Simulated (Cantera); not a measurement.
A closed system holds: 1 mol Fe2O3, 0.39 mol H2O, equilibrated at 1400 K and 100000 Pa.

Cantera equilibrium calculation (NASA polynomials, part measured and part estimated; ideal gas, pure solids and liquids). Candidate condensed phases: Fe, FeO, Fe(OH)2, Fe(OH)3, Fe2O3, Fe3O4, H2O; 12 gas species. Mutual solubility and eutectic melting of coexisting phases are not modelled. Rates play no part.

Base state: H2O 1.000, O2 0.000365, H2 2.36e-5, OH 1.99e-5 (mole fractions); condensed: Fe2O3(s) + Fe3O4(s).

Task: What changes in the equilibrium state with this change: 0.13 mol HCl added?

Result: 
```
species          before     after
-------------  --------  --------
H2O               1.000     0.752
HCl                   0     0.246
FeCl2                 0   0.00184
Cl                    0  0.000234
FeCl3                 0   9.65e-5
Cl2                   0   6.80e-5
Fe2O3(s), mol     0.999     0.999
Fe3O4(s), mol  0.000559         0
```
Further candidate phases: FeCl2, FeCl3.
